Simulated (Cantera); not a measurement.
Input: 1 mol Si, 0.11 mol CO₂, 200 mol N₂, held at 952 °C and 13.3 mbar.

Method: chemical equilibrium by Gibbs-energy minimisation in Cantera with the NASA 1993 tables (ideal gas, pure condensed phases). Candidate condensed phases: C, Si, SiC, SiO₂, Si₂N₂O, Si₃N₄; 34 gas species. N₂ is the only nitrogen source here; it is nearly inert below about 1500 K, so the nitride shown seldom forms there in practice. Mutual solubility and eutectic melting of coexisting phases are not modelled. Rates play no part.

Base state: N₂ 1.000 (mole fractions); condensed: C(graphite) + Si₂N₂O(s) + Si₃N₄(s).

Q: What changes in the equilibrium state with this change: pressure from 13.3 mbar to 42.0 Pa?

A: 
```csv
species,before,after
N₂,1.000,1.000
CO,4.32e-6,3.07e-5
"C(graphite), mol",0.109,0
"Si₂N₂O(s), mol",0.219,0.214
"Si₃N₄(s), mol",0.187,0.156
"SiC(s), mol",0,0.104
```
